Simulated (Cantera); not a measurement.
Input (Python, Cantera) and output of one run.

```python
import numpy as np
import cantera as ct

gas_names = """
    CL CLF CLF3 CL2 F F2 N NF NF2 NF3 N2 Si SiCL SiCL2 SiCL3 SiCL4 SiF SiF2 SiF3 SiF4 SiN Si2 Si2N Si3
""".split()
cond_names = """
    Si(cr) Si(L) Si3N4(a)
""".split()


# ... load() reads the species with a 1 bar reference pressure and builds the phases ...
atoms = {
    'Si': {'Si': 1},
    'NF3': {'N': 1, 'F': 3},
    'N2': {'N': 2},
    'Cl2': {'CL': 2},
}
top_T = {'Si3N4(a)': 2400}  # K; cautious upper limits of use, not melting points


# ... equilibrate(T, P, feed) seeds the gas with the atoms and calls Mixture.equilibrate('TP', solver="vcs", rtol=1e-11, max_steps=5000) ...
results = []
feed = {'Si': 1, 'NF3': 5.3, 'N2': 0.19, 'Cl2': 1.9}  # mol
T = 1025  # K
P = 41  # Pa
mix = equilibrate(T, P, feed)
results.append((T, P, feed, dict(zip(mix.species_names, mix.species_moles))))
x = sorted(zip(gas.X, gas.species_names), reverse=True)
print(f"T = {T:g} K  P = {P:g} Pa  gas = {mix.phase_moles(0):.4g} mol")
print("   x: " + "  ".join(f"{s} {v:.3e}" for v, s in x if v > 0.001))
print("   condensed (mol): " + ("  ".join(f"{mix.phase(i).name} {mix.phase_moles(i):.4g}"
      for i in range(1, mix.n_phases) if mix.phase_moles(i) > 1e-12) or "none"))
```

It prints:

```
T = 1025 K  P = 41 Pa  gas = 15.64 mol
   x: F 5.048e-01  CLF 2.428e-01  N2 1.816e-01  SiF4 6.395e-02  F2 6.689e-03
   condensed (mol): none
```

Method: chemical equilibrium by Gibbs-energy minimisation in Cantera with the NASA 1993 tables (ideal gas, pure condensed phases).
